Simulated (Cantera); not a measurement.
Input: 1 mol BF3, 4.6 mol H2, 0.37 mol N2, 2.5 mol H2O, at 2273 K and 53.0 Pa.

Method: chemical equilibrium by Gibbs-energy minimisation in Cantera with the NASA 1993 tables (ideal gas, pure condensed phases). Candidate condensed phases: B, BN, B2O3, B3O3H3, H2O; 62 gas species. Kinetics and transport are ignored.

Base state: H2 0.332, H 0.210, HF 0.209, H2O 0.106, BOF 0.0703, N2 0.0343, HBO2 0.0153, OH 0.0104 (mole fractions); condensed: gas only.

What changes in the equilibrium state with this change: temperature from 2273 K to 2373.15 K?


| species | before | after |
|---|---|---|
| H | 0.210 | 0.311 |
| H2 | 0.332 | 0.263 |
| HF | 0.209 | 0.195 |
| H2O | 0.106 | 0.0805 |
| O | 0.00452 | 0.0135 |
| OH | 0.0104 | 0.0169 |
| HBO2 | 0.0153 | 0.0113 |
| BOF | 0.0703 | 0.0630 |
| N2 | 0.0343 | 0.0317 |
| O2 | 0.000604 | 0.00171 |
| F | 0.000144 | 0.000340 |
| NO | 0.000166 | 0.000329 |
